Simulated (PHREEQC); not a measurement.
A solution holds 4.4 mmol/kgw CdSO4, 34 mmol/kgw Na2SO4 and 0.048 mmol/kgw NiCl2, at 20 °C. Closed to the air; pH follows from the charge balance.

Equilibrium calculation in PHREEQC: ion-association model, wateq4f.dat.

This is a speciation only: nothing precipitates in the calculation.

Q: Estimate the pH, ionic strength.

A: pH 6.82; ionic strength 0.102 mol/kgw.

Q: In which forms is Ni present?

A: Ni+2 56 %, NiSO4 44 % of the Ni.
